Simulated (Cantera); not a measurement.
A diamond (100) surface in a fixed gas of H2 with x(CH4) = 0.019, x(H) = 0.0024, x(CH3) = 8.6e-05, 8400 Pa; coverages are run to steady state.

Detailed kinetics in Cantera: the Harris–Goodwin 1993 mechanism for the reconstructed diamond (100) surface.

θ: site fractions in the mechanism's names (c6HH fully hydrogenated, c6H* and c6*H radical sites, c6** diradical, c6HM methylated).

```csv
T (K),growth (µm/h),θ c6HH,θ c6H*,θ c6*H,θ c6**,θ c6HM
950,2.85,0.625,0.0137,0.325,0.00635,0.0230
1025,3.80,0.564,0.0201,0.383,0.0109,0.0157
1100,3.83,0.509,0.0274,0.433,0.0170,0.00867
1175,?,?,?,0.474,?,?
1250,?,?,?,0.502,?,?
1325,1.22,0.387,0.0508,0.521,0.0404,0.000196
1400,1.09,0.361,0.0582,0.532,0.0479,4.71e-5
```

Problem. Complete the blanks.

Solution. 
- 1175, growth (µm/h): 2.54
- 1175, θ c6HH: 0.461
- 1175, θ c6H*: 0.0352
- 1175, θ c6**: 0.0243
- 1175, θ c6HM: 0.00314
- 1250, growth (µm/h): 1.51
- 1250, θ c6HH: 0.420
- 1250, θ c6H*: 0.0431
- 1250, θ c6**: 0.0324
- 1250, θ c6HM: 0.000817
